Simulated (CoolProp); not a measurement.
Vapour-liquid equilibrium of diethyl ether (1) + n-hexane (2) at 427.5 K; x and y are mole fractions of (1).

Model: multi-fluid Helmholtz-energy mixture model, Thol 2014 and Thol 2019; pair parameters Bell 2016, in CoolProp.

```csv
x,"bubble pressure, mixture model (MPa)","bubble pressure, Raoult's law (MPa)","y, mixture model","y, Raoult's law"
0.05,0.8810,0.8746,0.100,0.110
0.125,0.9696,0.9575,___,0.251
0.2,1.054,1.040,___,0.370
0.275,1.136,1.123,0.419,0.471
0.35,1.217,1.206,0.499,0.558
0.425,1.296,1.289,___,0.635
0.5,1.375,1.372,0.637,0.701
0.575,1.454,1.455,0.698,0.761
0.65,1.533,1.538,___,0.814
0.725,1.614,1.621,0.812,0.861
0.8,___,1.703,0.866,0.904
0.875,___,1.786,0.917,0.943
0.95,1.866,1.869,0.967,0.978
```

### Question
Complete the blanks.

### Answer

- 0.125, y, mixture model: 0.225
- 0.2, y, mixture model: 0.329
- 0.425, y, mixture model: 0.571
- 0.65, y, mixture model: 0.757
- 0.8, bubble pressure, mixture model (MPa): 1.696
- 0.875, bubble pressure, mixture model (MPa): 1.780

The largest gap from Raoult's law is +1.3 % in bubble pressure, at x = 0.2. No azeotrope shows between x = 0.05 and 0.95.

Pair parameters are fitted to limited data, so mixtures are less certain than the pure fluids. The gap from Raoult's law changes sign with composition, which may be real or a fault of the pair parameters; it wasn't checked against measurements.
